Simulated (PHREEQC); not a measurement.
0.83 g of hydrous ferric oxide (600 m²/g; 0.2 weak and 0.005 strong sites per Fe, Dzombak-Morel constants, diffuse double layer) in 1 kg of water with 0.1 mol/kgw of an inert sodium salt and 5e-06 mol/kgw NaH2PO4, 0.0006 mol/kgw Na2SeO4 and 0.0052 mol/kgw H3BO3, at 25 °C; the pH is set by adding NaOH or the inert anion's acid. Oxygen alone is held at its pressure in air (log pO2 = -0.68). No CO2 enters from the air. No solid was allowed to form.

Base run: PHREEQC, ion-association model, wateq4f.dat. Each further column changes one thing. The table gives Se sorbed (%).

```tsv
pH	base	no electrostatic term (-no_edl)	background salt from 0.1 to 0.01 mol/kgw	oxide from 0.83 to 4.1 g/kgw
4	86.6	0.2	99.1	99.8
4.38	83.9	0.2	98.0	99.7
5.12	71.9	0.2	89.3	99.0
5.5	61.5	0.2	79.0	97.7
5.88	48.6	0.2	65.2	94.1
6.62	21.8	0.2	33.8	67.0
7	10.9	0.3	19.0	41.2
7.38	4.1	0.3	8.0	18.2
8.12	0.3	0.3	0.5	1.6
8.5	0.1	0.3	0.1	0.4
8.88	0.0	0.2	0.0	0.1
9.62	0.0	0.1	0.0	0.0
10	0.0	0.0	0.0	0.0
```

H3PO4, which wateq4f.dat lacks, is added to it with the constant of phreeqc.dat.
